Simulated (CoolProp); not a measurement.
Model: reference Helmholtz-energy equation of state, Lemmon 2006, in CoolProp. It is a short technical equation, of lower accuracy than the large ones.

Question: For carbonyl sulfide, give the phase and the density (kg/m³) at -79.05 °C and 2.42 bar; -79.05 °C and 19.6 bar; -79.05 °C and 159 bar.

Answer: 
- -79.05 °C and 2.42 bar: liquid; density 1230
- -79.05 °C and 19.6 bar: liquid; density 1240
- -79.05 °C and 159 bar: liquid; density 1250
